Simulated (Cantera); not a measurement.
Cantera run:

```python
import numpy as np
import cantera as ct

gas_names = """
    CL CL2 H HCL H2 Si SiCL SiCL2 SiCL3 SiCL4 SiH SiHCL3 SiH2 SiH2CL2 SiH3 SiH3CL SiH4 Si2 Si3
""".split()
cond_names = """
    Si(cr) Si(L)
""".split()


# ... load() reads the species with a 1 bar reference pressure and builds the phases ...
atoms = {
    'Si': {'Si': 1},
    'HCl': {'H': 1, 'CL': 1},
    'H2': {'H': 2},
}
top_T = {}  # K; cautious upper limits of use, not melting points


# ... equilibrate(T, P, feed) seeds the gas with the atoms and calls Mixture.equilibrate('TP', solver="vcs", rtol=1e-11, max_steps=5000) ...
results = []
feed = {'Si': 1, 'HCl': 1.1, 'H2': 5.2}  # mol
T = 1298.15  # K
P = 360000  # Pa
mix = equilibrate(T, P, feed)
results.append((T, P, feed, dict(zip(mix.species_names, mix.species_moles))))
print(gas.report(threshold=0.0001))
for i in range(1, mix.n_phases):
    print(f"{mix.phase(i).name:16s} {mix.phase_moles(i):12.5e} mol")
```

It prints:

```
       temperature   1298.2 K
          pressure   3.6e+05 Pa
           density   0.32055 kg/m^3
  mean mol. weight   9.6106 kg/kmol
   phase of matter   gas

                          1 kg             1 kmol
                     ---------------   ---------------
          enthalpy        6.7208e+05        6.4591e+06  J
   internal energy       -4.5099e+05       -4.3343e+06  J
           entropy             18879        1.8143e+05  J/K
    Gibbs function       -2.3835e+07       -2.2907e+08  J
 heat capacity c_p            3599.4             34593  J/K
 heat capacity c_v            2734.3             26278  J/K

                      mass frac. Y      mole frac. X     chem. pot. / RT
                     ---------------   ---------------   ---------------
               HCL           0.14082          0.037121           -35.545
                H2           0.19253           0.91785           -16.997
             SiCL2           0.04115         0.0039953           -58.331
             SiCL3          0.046326         0.0033118           -85.377
             SiCL4           0.28989            0.0164           -112.42
            SiHCL3           0.25811          0.018314           -93.876
           SiH2CL2          0.030282         0.0028815           -75.328
            SiH3CL        0.00088209        0.00012737           -56.779
     [  +11 minor]        8.1941e-06        2.9754e-06

Si(cr)            7.27045e-01 mol
```

Equilibrium computed with Cantera from the NASA thermochemical tables; the gas is ideal and each condensed phase is pure. The tables' values for SiCl3 are old estimates; treat these amounts as uncertain.
